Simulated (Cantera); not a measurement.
Cantera run, input and output.

```python
import numpy as np
import cantera as ct

gas = ct.Solution("gri30.yaml")
gas.TPX = 375, 1200000, {'CH4': 1, 'CO': 0.11, 'O2': 2.45, 'N2': 9.2}
inlet = ct.Reservoir(gas, clone=True)
gas.equilibrate("HP")  # start burning
reactor = ct.IdealGasConstPressureReactor(gas, energy="on", clone=False)
exhaust = ct.Reservoir(gas, clone=True)
tau = [0.099, 0.046, 0.021, 0.01, 0.0046, 0.0022, 0.001, 0.00047, 0.00022, 0.0001, 4.7e-05][0]
for a, b in ((inlet, reactor), (reactor, exhaust)):
    ct.MassFlowController(a, b, mdot=lambda t: reactor.mass / tau)
net = ct.ReactorNet([reactor])
show = ['CH4', 'CO', 'O2', 'HCO', 'HO2', 'C2H4', 'NO']

rows = []
print(f"{'tau/s':>10s}{'T/K':>9s}" + "".join(f"{s:>11s}" for s in show))
for tau in [0.099, 0.046, 0.021, 0.01, 0.0046, 0.0022, 0.001, 0.00047, 0.00022, 0.0001, 4.7e-05]:
    net.initial_time = 0.0
    net.advance(30 * tau)
    before = gas.X
    net.advance(40 * tau)
    drift = np.max(np.abs(gas.X - before) / (gas.X + 1e-9))
    rows.append([gas.T, *gas[show].X, drift])
    print(f"{tau:10.3e}{gas.T:9.1f}" + "".join(f"{x:11.3e}" for x in gas[show].X))
```

Result:

```
     tau/s      T/K        CH4         CO         O2        HCO        HO2       C2H4         NO
 9.900e-02   2130.9  8.801e-07  5.685e-04  3.038e-02  1.855e-09  2.590e-06  2.191e-11  1.261e-03
 4.600e-02   2131.5  1.852e-06  6.087e-04  3.065e-02  3.976e-09  2.669e-06  9.655e-11  7.674e-04
 2.100e-02   2131.3  3.915e-06  6.919e-04  3.086e-02  8.702e-09  2.804e-06  4.267e-10  4.394e-04
 1.000e-02   2129.9  7.769e-06  8.483e-04  3.103e-02  1.830e-08  3.047e-06  1.643e-09  2.612e-04
 4.600e-03   2126.7  1.532e-05  1.160e-03  3.124e-02  3.992e-08  3.550e-06  6.103e-09  1.622e-04
 2.200e-03   2120.9  2.795e-05  1.691e-03  3.155e-02  8.395e-08  4.477e-06  1.882e-08  1.141e-04
 1.000e-03   2110.6  5.118e-05  2.657e-03  3.210e-02  1.863e-07  6.347e-06  5.526e-08  8.693e-05
 4.700e-04   2094.7  8.995e-05  4.167e-03  3.299e-02  4.008e-07  9.635e-06  1.419e-07  7.126e-05
 2.200e-04   2070.0  1.606e-04  6.564e-03  3.445e-02  8.670e-07  1.557e-05  3.538e-07  5.878e-05
 1.000e-04   2029.9  3.101e-04  1.056e-02  3.703e-02  1.935e-06  2.711e-05  9.661e-07  4.548e-05
 4.700e-05   1963.1  6.935e-04  1.743e-02  4.191e-02  4.197e-06  5.129e-05  3.461e-06  2.873e-05
```

Detailed kinetics in Cantera: GRI-Mech 3.0 (53 species, 325 reactions). The pressure lies above the range GRI-Mech 3.0 was tuned for (to about 10 atm).
